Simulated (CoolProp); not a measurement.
Cyclohexane at 602.02 K and 0.154 MPa is throttled through a valve to 0.0769 MPa with no heat exchange. Each further row changes one setting.

The numbers come from the reference Helmholtz-energy equation of state, Zhou 2014 in CoolProp.

| case | temperature change (K) | final density (kg/m³) |
|---|---|---|
| as stated | … | … |
| outlet pressure 0.0231 MPa | … | … |
| outlet pressure 0.1 MPa | … | … |

**Question.** Complete the blanks.

**Answer.** 
- as stated, temperature change (K): -0.3
- as stated, final density (kg/m³): 1.30
- outlet pressure 0.0231 MPa, temperature change (K): -0.6
- outlet pressure 0.0231 MPa, final density (kg/m³): 0.389
- outlet pressure 0.1 MPa, temperature change (K): -0.2
- outlet pressure 0.1 MPa, final density (kg/m³): 1.69
